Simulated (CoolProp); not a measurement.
Properties of R236EA at several states.

The numbers come from the reference Helmholtz-energy equation of state, Rui 2013 in CoolProp.

| T (°C) | p (kPa) | phase | density (kg/m³) | cv (kJ/(kg K)) | Joule-Thomson coefficient (K/MPa) | viscosity (µPa s) | Prandtl number |
|---|---|---|---|---|---|---|---|
| 110.05 | 365 | gas | 18.33 | 0.9295 | 10.93 | 14.1 | 0.676 |
| -0.45 | 393 | liquid | 1505 | 0.8710 | -0.2534 | 560 | 7.68 |
| 19.55 | 239 | liquid | 1444 | 0.8837 | -0.2003 | 414 | 6.33 |
| 86.95 | 6000 | liquid | 1243 | 0.9609 | 0.06825 | 200 | 4.26 |
| 126.75 | 554 | gas | 27.11 | 0.9547 | 9.779 | 14.8 | 0.687 |

Viscosity comes from a separate model (Huber 2003), an estimate that may be off by 10 % or more. Thermal conductivity comes from a separate model (Huber 2003), an estimate that may be off by 10 % or more.
